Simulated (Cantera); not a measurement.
A Cantera script and its output.

```python
import numpy as np
import cantera as ct

gas = ct.Solution("gri30.yaml")
gas.TPX = 950, 1333, {'H2': 0.017, 'O2': 1, 'N2': 3}
reactor = ct.IdealGasConstPressureReactor(gas, energy="off", clone=False)
net = ct.ReactorNet([reactor])
net.rtol, net.atol = 1e-08, 1e-18
show = ['H2', 'O2', 'HO2', 'NO', 'H2O2']
times = np.geomspace(0.0001, 10, 15)

steps = ct.SolutionArray(gas, extra=["t"])
rows = []
print(f"{'t/s':>10s}{'T/K':>9s}{'P/Pa':>11s}" + "".join(f"{s:>11s}" for s in show))
for t in times:
    while net.time < t:
        t_next = net.step()
        steps.append(gas.state, t=t_next)
    rows.append([np.interp(t, steps.t, y) for y in (steps.T, steps.P, *steps(*show).X.T)])
    print(f"{t:10.3e}{rows[-1][0]:9.1f}{rows[-1][1]:11.4g}" + "".join(f"{x:11.3e}" for x in rows[-1][2:]))
rate = np.gradient(steps.T, steps.t)
print("integrator steps:", len(steps.t))
if steps.T.max() > steps.T[0] + 200:
    print(f"time of steepest temperature rise: {steps.t[rate.argmax()]:.4e} s")
gas.TPX = 950, 1333, {'H2': 0.017, 'O2': 1, 'N2': 3}
gas.equilibrate("TP")
print(f"equilibrium (TP): T = {gas.T:.1f} K  " + "  ".join(f"{s} {gas[s].X[0]:.3e}" for s in show))
```

Result:

```
       t/s      T/K       P/Pa         H2         O2        HO2         NO       H2O2
 1.000e-04    950.0       1333  4.232e-03  2.489e-01  2.424e-13  3.902e-29  2.784e-19
 2.276e-04    950.0       1333  4.232e-03  2.489e-01  5.528e-13  4.800e-28  1.438e-18
 5.179e-04    950.0       1333  4.232e-03  2.489e-01  1.263e-12  5.900e-27  7.443e-18
 1.179e-03    950.0       1333  4.232e-03  2.489e-01  2.894e-12  6.550e-26  3.875e-17
 2.683e-03    950.0       1333  4.232e-03  2.489e-01  6.674e-12  6.537e-25  2.024e-16
 6.105e-03    950.0       1333  4.232e-03  2.489e-01  1.579e-11  6.984e-24  1.072e-15
 1.389e-02    950.0       1333  4.232e-03  2.489e-01  4.635e-11  1.330e-22  6.219e-15
 3.162e-02    950.0       1333  4.232e-03  2.489e-01  1.929e-09  1.476e-19  1.803e-13
 7.197e-02    950.0       1333  2.569e-03  2.478e-01  1.516e-06  1.276e-10  4.355e-08
 1.638e-01    950.0       1333  4.702e-05  2.467e-01  9.518e-07  5.920e-09  1.161e-08
 3.728e-01    950.0       1333  8.897e-06  2.471e-01  5.156e-07  7.013e-09  7.119e-09
 8.483e-01    950.0       1333  2.105e-06  2.473e-01  2.587e-07  7.131e-09  5.840e-09
 1.931e+00    950.0       1333  4.464e-07  2.473e-01  1.092e-07  7.138e-09  4.280e-09
 4.394e+00    950.0       1333  8.916e-08  2.473e-01  3.918e-08  7.130e-09  2.497e-09
 1.000e+01    950.0       1333  1.823e-08  2.473e-01  1.266e-08  7.121e-09  1.140e-09
integrator steps: 1292
equilibrium (TP): T = 950.0 K  H2 1.354e-12  O2 2.473e-01  HO2 3.175e-11  NO 1.866e-05  H2O2 3.498e-13
```

Cantera simulation using GRI-Mech 3.0 (53 species, 325 reactions); the numbers are that mechanism's predictions, not measurements. Radical loss at walls, strong at low pressure, is not modelled.
